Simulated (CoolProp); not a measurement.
Vapour-liquid equilibrium of propylene (1) + R22 (2) at 26.25 °C; x and y are mole fractions of (1).

Model: multi-fluid Helmholtz-energy mixture model, Lemmon 2013 and Kamei 1995; pair parameters Bell 2016, in CoolProp.

```tsv
x	bubble pressure (MPa)	y at the bubble point	dew pressure at overall composition x (MPa)	liquid density (mol/L)
0.05	1.103	0.065	…	13.59
0.15	1.143	0.183	…	13.36
0.25	…	0.287	1.164	13.14
0.35	1.198	0.384	1.191	12.94
0.45	1.215	…	1.211	12.75
0.55	1.226	0.563	1.225	12.58
0.65	1.231	0.652	1.231	…
0.75	1.228	0.743	1.228	12.27
0.85	1.219	…	1.218	12.15
0.95	1.202	0.944	…	…
```

Complete the blanks.


- 0.05, dew pressure at overall composition x (MPa): 1.098
- 0.15, dew pressure at overall composition x (MPa): 1.132
- 0.25, bubble pressure (MPa): 1.174
- 0.45, y at the bubble point: 0.474
- 0.65, liquid density (mol/L): 12.42
- 0.85, y at the bubble point: 0.839
- 0.95, dew pressure at overall composition x (MPa): 1.201
- 0.95, liquid density (mol/L): 12.03

y crosses x between x = 0.65 and 0.75: the model has an azeotrope there.

Pair parameters are fitted to limited data, so mixtures are less certain than the pure fluids.
